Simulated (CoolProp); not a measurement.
Vapour-liquid equilibrium of R113 (1) + benzene (2) at 98.95 °C; x and y are mole fractions of (1).

The numbers come from the multi-fluid Helmholtz-energy mixture model, Marx 1992 and Thol 2012; pair parameters Bell 2016 in CoolProp.

| x | bubble pressure (MPa) | y at the bubble point | dew pressure at overall composition x (MPa) | liquid density (mol/L) |
|---|---|---|---|---|
| 0.05 | 0.2000 | 0.160 | 0.1822 | 9.955 |
| 0.125 | 0.2315 | 0.320 | 0.1940 | 9.690 |
| 0.2 | 0.2577 | 0.428 | 0.2071 | … |
| 0.275 | 0.2802 | 0.510 | 0.2219 | 9.194 |
| 0.35 | 0.2999 | 0.577 | 0.2384 | 8.961 |
| 0.425 | 0.3177 | 0.634 | 0.2569 | 8.739 |
| 0.5 | 0.3341 | 0.685 | 0.2773 | 8.526 |
| 0.575 | 0.3494 | 0.733 | 0.2994 | 8.322 |
| 0.65 | … | 0.780 | 0.3228 | 8.127 |
| 0.725 | 0.3780 | 0.826 | 0.3467 | 7.940 |
| 0.8 | 0.3916 | 0.872 | 0.3702 | … |
| 0.875 | 0.4048 | 0.919 | 0.3924 | 7.590 |
| 0.95 | 0.4176 | 0.967 | 0.4131 | … |

### Question
Fill in the missing entries.

### Answer

- 0.2, liquid density (mol/L): 9.436
- 0.65, bubble pressure (MPa): 0.3640
- 0.8, liquid density (mol/L): 7.761
- 0.95, liquid density (mol/L): 7.426

No azeotrope shows between x = 0.05 and 0.95.

Pair parameters are fitted to limited data, so mixtures are less certain than the pure fluids.
